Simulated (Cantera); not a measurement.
Feed: 1 mol MgSO₄, 2.7 mol CO₂, 0.3 mol O₂, equilibrated at 9.20 mbar.

Cantera equilibrium calculation (NASA polynomials, part measured and part estimated; ideal gas, pure solids and liquids). Candidate condensed phases: C, Mg, MgCO₃, MgO, MgS, MgSO₄, S; 26 gas species. Kinetics and transport are ignored.

log p: log10 of the partial pressure in bar; n: condensed amount in mol.

```json
[
 {"T (K)": "623", "log p CO₂": "-2.08", "log p O₂": "-3.04", "log p SO₂": "<-14", "log p SO₃": "-12.37", "n MgSO₄(s)": "1.00", "n MgO(s)": "0"},
 {"T (K)": "673", "log p CO₂": "-2.08", "log p O₂": "-3.04", "log p SO₂": "-13.66", "log p SO₃": "-12.43", "n MgSO₄(s)": "1.00", "n MgO(s)": "0"},
 {"T (K)": "723", "log p CO₂": "-2.08", "log p O₂": "-3.04", "log p SO₂": "-11.62", "log p SO₃": "-10.91", "n MgSO₄(s)": "1.00", "n MgO(s)": "0"},
 {"T (K)": "773", "log p CO₂": "-2.08", "log p O₂": "-3.04", "log p SO₂": "…", "log p SO₃": "…", "n MgSO₄(s)": "1.00", "n MgO(s)": "0"},
 {"T (K)": "823", "log p CO₂": "-2.08", "log p O₂": "-3.04", "log p SO₂": "-8.27", "log p SO₃": "-8.43", "n MgSO₄(s)": "1.000", "n MgO(s)": "0"},
 {"T (K)": "873", "log p CO₂": "-2.08", "log p O₂": "-3.04", "log p SO₂": "-6.90", "log p SO₃": "-7.41", "n MgSO₄(s)": "1.000", "n MgO(s)": "0"},
 {"T (K)": "923", "log p CO₂": "-2.08", "log p O₂": "-3.04", "log p SO₂": "…", "log p SO₃": "…", "n MgSO₄(s)": "0.999", "n MgO(s)": "…"},
 {"T (K)": "973", "log p CO₂": "-2.08", "log p O₂": "-3.03", "log p SO₂": "-4.58", "log p SO₃": "-5.70", "n MgSO₄(s)": "0.991", "n MgO(s)": "0.00932"}
]
```

Q: Some entries are withheld; supply them.

A: 
- 923, log p SO₂: -5.67
- 923, log p SO₃: -6.51
- 923, n MgO(s): 0.000797
- 773, log p SO₂: -9.83
- 773, log p SO₃: -9.59
